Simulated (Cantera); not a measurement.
What does this Cantera script print?

```python
import numpy as np
import cantera as ct

gas_names = """
    CO2 CO TaO2
""".split()
cond_names = """
    Ta(cr) Ta(L) C(gr) Ta2O5(s) Ta2O5(L)
""".split()


# ... load() reads the species with a 1 bar reference pressure and builds the phases ...
species = {s.name: s for s in load("nasa_gas.yaml", gas_names) + load("nasa_condensed.yaml", cond_names)}
# Each term lists the table entries of one substance; the one whose range holds T is used.
reactions = {
    '4 Ta + 5 CO2(g) = 5 C + 2 Ta2O5':
        [(-4, ['Ta(cr)', 'Ta(L)']), (-5, ['CO2']), (5, ['C(gr)']), (2, ['Ta2O5(s)', 'Ta2O5(L)'])],
    'CO(g) + Ta2O5 = 2 TaO2(g) + CO2(g)':
        [(-1, ['CO']), (-1, ['Ta2O5(s)', 'Ta2O5(L)']), (2, ['TaO2']), (1, ['CO2'])],
}


def pick(names, T):
    return next(species[n] for n in names if species[n].thermo.min_temp <= T <= species[n].thermo.max_temp)


results = []
for label, terms in reactions.items():
    print(label)
    print("     T/K   dH/kJ  dS/(J/K)   dG/kJ   log10 K")
    for T in [1348, 1448, 1548, 1648, 1748, 1848, 1948, 2048, 2148, 2248, 2348]:
        used = [(nu, pick(names, T)) for nu, names in terms]
        dH = sum(nu * s.thermo.h(T) for nu, s in used) / 1e6
        dS = sum(nu * s.thermo.s(T) for nu, s in used) / 1e3
        dG = dH - T * dS / 1e3
        logK = -dG * 1e6 / (ct.gas_constant * T * np.log(10))
        results.append((label, T, dH, dS, dG, logK, [s.name for _, s in used]))
        print(f"{T:8g} {dH:8.1f} {dS:8.1f} {dG:8.1f} {logK:8.2f}")
```

It prints:

```
4 Ta + 5 CO2(g) = 5 C + 2 Ta2O5
     T/K   dH/kJ  dS/(J/K)   dG/kJ   log10 K
    1348  -2044.5   -817.7   -942.2    36.51
    1448  -2035.1   -811.0   -860.8    31.05
    1548  -2025.5   -804.6   -780.0    26.32
    1648  -2016.0   -798.6   -699.9    22.18
    1748  -2006.4   -793.0   -620.3    18.54
    1848  -1996.8   -787.6   -541.3    15.30
    1948  -1987.2   -782.6   -462.7    12.41
    2048  -1977.7   -777.8   -384.7     9.81
    2148  -1720.2   -652.9   -317.8     7.73
    2248  -1702.2   -644.7   -253.0     5.88
    2348  -1684.6   -637.0   -188.9     4.20
CO(g) + Ta2O5 = 2 TaO2(g) + CO2(g)
     T/K   dH/kJ  dS/(J/K)   dG/kJ   log10 K
    1348   1312.3    366.0    819.0   -31.73
    1448   1306.9    362.1    782.6   -28.23
    1548   1301.4    358.4    746.5   -25.19
    1648   1295.8    354.9    710.9   -22.53
    1748   1290.1    351.6    675.5   -20.19
    1848   1284.4    348.4    640.5   -18.10
    1948   1278.6    345.4    605.8   -16.25
    2048   1272.7    342.4    571.5   -14.57
    2148   1142.8    279.4    542.7   -13.20
    2248   1132.6    274.7    515.0   -11.97
    2348   1122.4    270.3    487.7   -10.85
```

Cantera with NASA thermochemical tables; ideal gases at 1 bar, condensed phases pure. Condensed species are held in their standard states even where they would react or evaporate.
